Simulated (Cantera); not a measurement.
# Thermodynamics of fluorocarbon and chlorocarbon gases, feed c-C4F8 + HCl

Input: 1 mol c-C4F8, 0.04 mol HCl, at 29.3 Torr.

These are equilibrium values from Cantera (NASA tables, ideal gas, pure condensed phases), not measurements of a reactor. Candidate condensed phases: C, C6H6, C7H8, C8H18; 118 gas species. The feed counts by its element totals alone. The tables' values for C2F4 are old estimates; treat these amounts as uncertain. Gases not in the tables: C2F6 and larger saturated fluorocarbons. Kinetics and transport are ignored.

From 1225 K to 3225 K the condensed part is C(graphite). At 3425 K nothing is condensed. The main C-bearing gas is CF4 at 1225 K and C3 at 3425 K. The share of C in condensed phases is highest at 3025 K (54.6 %) and lowest at 3425 K (0.0 %).

```csv
T (K),x CF4,x F,x CF2,x CF,x C3,x C,x CF3,x HF,x Cl,x C2,n C(graphite)
1225,0.968,7.50e-8,1.37e-6,<1e-12,<1e-12,<1e-12,1.15e-6,0.0180,0.00226,<1e-12,2.01
1425,0.965,5.86e-6,6.53e-5,4.74e-10,<1e-12,<1e-12,2.64e-5,0.0189,0.00948,<1e-12,2.01
1625,0.961,0.000157,0.00118,7.28e-8,<1e-12,<1e-12,0.000277,0.0192,0.0164,<1e-12,2.01
1825,0.947,0.00204,0.0112,3.66e-6,6.24e-12,1.25e-11,0.00171,0.0191,0.0183,<1e-12,2.00
2025,0.876,0.0158,0.0648,8.26e-5,1.31e-9,1.33e-9,0.00699,0.0184,0.0181,1.11e-10,1.94
2225,0.632,0.0790,0.238,0.000989,1.02e-7,6.08e-8,0.0181,0.0158,0.0157,8.96e-9,1.74
2425,0.222,0.250,0.477,0.00644,3.82e-6,1.47e-6,0.0224,0.0109,0.0109,3.47e-7,1.33
2625,0.0251,0.481,0.446,0.0226,8.10e-5,2.19e-5,0.0101,0.00766,0.00765,7.64e-6,1.37
2825,0.00151,0.668,0.262,0.0524,0.00110,0.000222,0.00252,0.00631,0.00631,0.000108,1.96
3025,7.15e-5,0.761,0.121,0.0927,0.0104,0.00165,0.000476,0.00548,0.00551,0.00106,2.18
3225,2.54e-6,0.723,0.0439,0.129,0.0740,0.00950,6.69e-5,0.00459,0.00472,0.00786,0.320
3425,1.04e-7,0.743,0.0121,0.108,0.0838,0.0262,8.59e-6,0.00398,0.00439,0.0158,0
```
x: gas mole fraction; n: condensed amount in mol.
